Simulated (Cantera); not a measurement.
An isothermal, constant-pressure homogeneous reactor starts with H2 : O2 : N2 = 1.2 : 1 : 0.97 (molar parts), at 923 K and 0.130 bar.

Computed with Cantera and the H2/O2 subset of GRI-Mech 3.0, which has no nitrogen chemistry. Radical loss at walls, strong at low pressure, is not modelled. Below about 950 K walls govern HO2 and H2O2 in real vessels. The temperature is held fixed by assumption; the heat of reaction is taken as removed at once.

x: mole fraction; the columns are a selection and need not sum to one.

```json
[
 {"t (s)": "2.00e-5", "x H2": "0.379", "x O2": "0.315", "x H2O": "3.57e-12", "x OH": "<1e-12", "x H2O2": "<1e-12", "x O": "1.90e-12", "x HO2": "2.43e-11"},
 {"t (s)": "5.72e-5", "x H2": "0.379", "x O2": "0.315", "x H2O": "4.52e-11", "x OH": "3.08e-12", "x H2O2": "<1e-12", "x O": "1.05e-11", "x HO2": "7.78e-11"},
 {"t (s)": "0.000164", "x H2": "0.379", "x O2": "0.315", "x H2O": "8.73e-10", "x OH": "2.81e-11", "x H2O2": "<1e-12", "x O": "1.01e-10", "x HO2": "3.92e-10"},
 {"t (s)": "0.000468", "x H2": "0.379", "x O2": "0.315", "x H2O": "?", "x OH": "?", "x H2O2": "3.40e-11", "x O": "?", "x HO2": "?"},
 {"t (s)": "0.00134", "x H2": "0.207", "x O2": "0.246", "x H2O": "0.169", "x OH": "0.00281", "x H2O2": "2.53e-6", "x O": "0.00511", "x HO2": "7.13e-5"},
 {"t (s)": "0.00383", "x H2": "?", "x O2": "0.165", "x H2O": "0.439", "x OH": "?", "x H2O2": "?", "x O": "?", "x HO2": "7.22e-5"},
 {"t (s)": "0.0110", "x H2": "0.0171", "x O2": "0.163", "x H2O": "0.446", "x OH": "4.98e-6", "x H2O2": "3.46e-5", "x O": "5.85e-6", "x HO2": "5.98e-5"},
 {"t (s)": "0.0313", "x H2": "0.0163", "x O2": "0.162", "x H2O": "0.447", "x OH": "8.29e-7", "x H2O2": "8.16e-5", "x O": "1.08e-6", "x HO2": "4.15e-5"},
 {"t (s)": "0.0896", "x H2": "0.0147", "x O2": "0.162", "x H2O": "0.449", "x OH": "1.11e-6", "x H2O2": "0.000143", "x O": "1.30e-6", "x HO2": "4.39e-5"},
 {"t (s)": "0.256", "x H2": "0.0106", "x O2": "0.160", "x H2O": "0.454", "x OH": "1.09e-6", "x H2O2": "0.000163", "x O": "1.11e-6", "x HO2": "3.92e-5"},
 {"t (s)": "0.733", "x H2": "0.00480", "x O2": "0.158", "x H2O": "0.461", "x OH": "8.72e-7", "x H2O2": "9.72e-5", "x O": "6.48e-7", "x HO2": "2.64e-5"},
 {"t (s)": "2.10", "x H2": "0.000985", "x O2": "0.156", "x H2O": "0.466", "x OH": "5.38e-7", "x H2O2": "1.83e-5", "x O": "1.65e-7", "x HO2": "1.01e-5"},
 {"t (s)": "6.00", "x H2": "0.000143", "x O2": "0.156", "x H2O": "0.467", "x OH": "1.68e-7", "x H2O2": "9.12e-7", "x O": "1.09e-8", "x HO2": "2.13e-6"}
]
```

Problem. Fill in the missing entries.

Solution. 
- 0.000468, x H2O: 1.71e-7
- 0.000468, x OH: 4.37e-9
- 0.000468, x O: 1.58e-8
- 0.000468, x HO2: 3.95e-8
- 0.00383, x H2: 0.0222
- 0.00383, x OH: 7.44e-5
- 0.00383, x H2O2: 8.04e-6
- 0.00383, x O: 8.37e-5
